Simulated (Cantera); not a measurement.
A Cantera script and what it prints.

```python
import numpy as np
import cantera as ct

gas_names = [...]  # 113 gases of nasa_gas.yaml made of C, Cu, H, O
cond_names = """
    C(gr) C6H6(L) C7H8(L) C8H18(L),n-octa Cu(cr) Cu(L) CuO(s) CuO2H2(s) Cu2O(s) Cu2O(L) H2O(s) H2O(L)
""".split()


# ... load() reads the species with a 1 bar reference pressure and builds the phases ...
atoms = {
    'Cu': {'Cu': 1},
    'H2O': {'H': 2, 'O': 1},
    'CO': {'C': 1, 'O': 1},
}
top_T = {'C(gr)': 4500, 'CuO(s)': 1390}  # K; cautious upper limits of use, not melting points


# ... equilibrate(T, P, feed) seeds the gas with the atoms and calls Mixture.equilibrate('TP', solver="vcs", rtol=1e-11, max_steps=5000) ...
results = []
T = 1325  # K
P = 101325  # Pa
for m in [0.58, 1, 1.9, 3.3, 5.9, 11, 19, 34, 61]:
    feed = {'Cu': 1, 'H2O': 23, 'CO': m}  # mol
    mix = equilibrate(T, P, feed)
    results.append((T, P, feed, dict(zip(mix.species_names, mix.species_moles))))

top = {s: max(r[3][s] / sum(r[3][g] for g in gas_names) for r in results) for s in gas_names}
cols = sorted((s for s in top if top[s] > 1e-06), key=lambda s: -top[s])[:7]
seen = [c for c in cond_names if any(r[3].get(c, 0) > 1e-12 for r in results)]
print("log10 of partial pressures in bar; condensed amounts in mol")
print(f"{'n(CO)':>10s}" + "".join(f"{s[:9]:>10s}" for s in cols + seen))
for T, P, feed, n in results:
    ng = sum(n[g] for g in gas_names)
    print(f"{feed['CO']:10.4g}" + "".join(f"{np.log10(max(n[s] / ng * P / 1e5, 1e-99)):10.3f}" for s in cols)
          + "".join(f"{n.get(c, 0):10.4g}" for c in seen))
```

Output:

```
log10 of partial pressures in bar; condensed amounts in mol
     n(CO)       H2O        CO       CO2        H2       CH4    Cu(cr)
      0.58    -0.016    -2.960    -1.623    -1.623   -12.129         1
         1    -0.031    -2.514    -1.407    -1.407   -11.021         1
       1.9    -0.061    -2.009    -1.170    -1.171    -9.776         1
       3.3    -0.106    -1.604    -0.990    -0.990    -8.785         1
       5.9    -0.180    -1.218    -0.835    -0.835    -7.858         1
        11    -0.306    -0.863    -0.720    -0.720    -7.032         1
        19    -0.466    -0.609    -0.673    -0.673    -6.478         1
        34    -0.696    -0.401    -0.683    -0.683    -6.072         1
        61    -0.991    -0.251    -0.756    -0.756    -5.845         1
```

Cantera equilibrium calculation (NASA polynomials, part measured and part estimated; ideal gas, pure solids and liquids).
